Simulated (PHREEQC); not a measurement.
**Hard or scaling water: speciation**

Make-up at 25 °C: 58 mmol/kgw MgCl2, 0.044 mmol/kgw Na2CO3 and 67 mmol/kgw MgSO4. Closed to the air; pH follows from the charge balance.

The numbers come from PHREEQC with the ion-association model, phreeqc.dat.

Each row changes one thing in this solution. Precipitation was switched off in this run.

| case | pH | ionic strength (mol/kgw) | Mg+2 (mol/kgw) | Na+ (mol/kgw) | MgOH+ (mol/kgw) | SI of Halite (NaCl) |
|---|---|---|---|---|---|---|
| as made | 8.41 | 0.280 | 0.0845 | 8.51e-5 | 3.36e-5 | -6.87 |
| Na2CO3 from 4.4e-05 to 4.4e-06 mol/kgw | 7.49 | 0.280 | 0.0845 | ___ | ___ | -7.87 |
| temperature from 25 to 50 °C | 7.62 | 0.252 | 0.0774 | 8.55e-5 | 3.94e-5 | -6.89 |
| MgSO4 left out | 8.52 | 0.174 | 0.0580 | 8.80e-5 | 3.20e-5 | -6.82 |
| Na2CO3 replaced by NaH2PO4 at the same molality | 5.51 | 0.280 | 0.0845 | 4.25e-5 | 4.27e-8 | -7.17 |
| Na2CO3 from 4.4e-05 to 0.00044 mol/kgw | 9.17 | 0.280 | 0.0842 | 0.000850 | 0.000193 | -5.87 |
| diluted 100-fold with water | 7.54 | 0.00405 | 0.00116 | 8.78e-7 | 1.19e-7 | -10.62 |
| Na2CO3 replaced by NaHCO3 at the same molality | 7.22 | 0.280 | 0.0845 | 4.25e-5 | ___ | -7.17 |
| diluted 10-fold with water | 8.10 | 0.0339 | 0.00991 | 8.71e-6 | 2.81e-6 | -8.71 |

What belongs in the gaps?


- Na2CO3 from 4.4e-05 to 4.4e-06 mol/kgw, Na+ (mol/kgw): 8.51e-6
- Na2CO3 from 4.4e-05 to 4.4e-06 mol/kgw, MgOH+ (mol/kgw): 4.07e-6
- Na2CO3 replaced by NaHCO3 at the same molality, MgOH+ (mol/kgw): 2.19e-6

Constants without temperature data keep their 25 °C values here.
